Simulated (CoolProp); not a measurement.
Aqueous ethylene glycol as a coolant, at 24 °C, 1 atm.

Computed with CoolProp (Melinder's fits for secondary coolants).

```tsv
mass %	freezing point (°C)	viscosity (mPa s)	Prandtl number	conductivity (W/(m K))	density (kg/m³)
3.1	(withheld)	0.976	6.83	0.591	1001
8.8	(withheld)	(withheld)	8.04	0.564	1008
14.5	-5.2	1.29	9.57	0.537	1015
20.3	-8.1	1.50	11.5	(withheld)	1023
26	-11.6	1.74	13.6	0.486	1031
31.8	-16.0	2.02	16.2	0.461	1039
37.5	-21.2	(withheld)	19.1	0.438	1047
43.2	-27.4	2.71	22.6	0.416	1054
49	-34.6	3.17	26.9	0.395	(withheld)
```

**Question.** Complete the blanks.

**Answer.** 
- 3.1, freezing point (°C): -1.0
- 8.8, freezing point (°C): -2.9
- 8.8, viscosity (mPa s): 1.12
- 20.3, conductivity (W/(m K)): 0.511
- 37.5, viscosity (mPa s): 2.34
- 49, density (kg/m³): 1062
